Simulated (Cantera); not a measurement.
Charge: 1 mol PbO, 5.1 mol CH4, 0.19 mol CO, at 2200 °C and 4.70 bar.

Method: chemical equilibrium by Gibbs-energy minimisation in Cantera with the NASA 1993 tables (ideal gas, pure condensed phases). Candidate condensed phases: C, C6H6, C7H8, C8H18, H2O, Pb, PbO, PbO2, Pb3O4; 113 gas species. Kinetics and transport are ignored.

Base state: H2 0.806, CO 0.0957, Pb 0.0803, H 0.00924, C2H2 (acetylene) 0.00777, CH4 0.000479, CH3 9.93e-5, Pb2 6.81e-5 (mole fractions); condensed: C(graphite).

What changes in the equilibrium state with this change: CH4 from 5.1 to 0.74 mol?


| species | before | after |
|---|---|---|
| H2 | 0.806 | 0.363 |
| Pb | 0.0803 | 0.290 |
| CO | 0.0957 | 0.264 |
| H2O | 9.43e-6 | 0.0669 |
| C2H2 (acetylene) | 0.00777 | <1e-9 |
| PbO | 1.72e-8 | 0.000981 |
| CO2 | 1.83e-7 | 0.00795 |
| C(graphite), mol | 3.90 | 0 |
Gases not in the tables: (PbO)n polymers.
